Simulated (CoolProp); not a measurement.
Ethylbenzene along the isobar 2.33 MPa: fugacity coefficient from the reference equation and from simpler models built on Tc = 617.1 K, pc = 3.622 MPa, ω = 0.304; each cubic takes its own stable root.

Model: reference Helmholtz-energy equation of state, Zhou 2012, in CoolProp.

```tsv
T (K)	phase	reference	van der Waals	Redlich-Kwong
240.6	liquid	8.901e-6	0.008111	6.080e-5
248.9	liquid	1.894e-5	0.01070	0.0001189
257.3	liquid	3.836e-5	0.01390	0.0002218
265.6	liquid	7.322e-5	0.01770	0.0003907
273.9	liquid	0.0001334	0.02221	0.0006589
282.2	liquid	0.0002332	0.02748	0.001068
290.5	liquid	0.0003925	0.03358	0.001672
298.9	liquid	0.0006418	0.04067	0.002547
307.2	liquid	0.001011	0.04861	0.003749
315.5	liquid	0.001547	0.05754	0.005375
323.8	liquid	0.002306	0.06749	0.007525
332.2	liquid	0.003369	0.07866	0.01034
340.5	liquid	0.004792	0.09080	0.01388
348.8	liquid	0.006676	0.1041	0.01830
357.1	liquid	0.009127	0.1185	0.02371
365.4	liquid	0.01226	0.1340	0.03025
```
